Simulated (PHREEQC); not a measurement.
Consider water at 25 °C with 0.0012 mol Ca(HCO3)2, 0.013 mol CO2 and 1.8e-05 mol H4SiO4 per kg of water. Closed to the air; pH follows from the charge balance.

All values are PHREEQC results (ion-association model, phreeqc.dat), not measurements.

Each row changes one thing in this solution. No solid was allowed to form.

```tsv
case	pH	ionic strength (mol/kgw)	CO2 (mol/kgw)	HCO3- (mol/kgw)	(CO2)2 (mol/kgw)	CO3-2 (mol/kgw)	SI of Quartz (SiO2)
as made	5.59	0.00355	0.0130	0.00237	3.10e-6	5.19e-8	-0.76
Ca(HCO3)2 from 0.0012 to 0.0018 mol/kgw	?	0.00528	0.0130	0.00354	3.10e-6	1.18e-7	-0.76
Ca(HCO3)2 replaced by NaHCO3 at the same molality	5.30	0.00120	0.0130	0.00120	3.10e-6	1.27e-8	-0.76
diluted 2-fold with water	?	0.00179	0.00650	0.00120	7.75e-7	2.54e-8	?
temperature from 25 to 20 °C	5.62	0.00355	0.0130	0.00238	2.62e-6	5.00e-8	?
diluted 100-fold with water	5.66	3.82e-5	0.000128	2.62e-5	3.00e-10	5.74e-10	?
```

Complete the blanks.


- Ca(HCO3)2 from 0.0012 to 0.0018 mol/kgw, pH: 5.75
- diluted 2-fold with water, pH: 5.60
- diluted 2-fold with water, SI of Quartz (SiO2): -1.07
- temperature from 25 to 20 °C, SI of Quartz (SiO2): -0.69
- diluted 100-fold with water, SI of Quartz (SiO2): -2.76
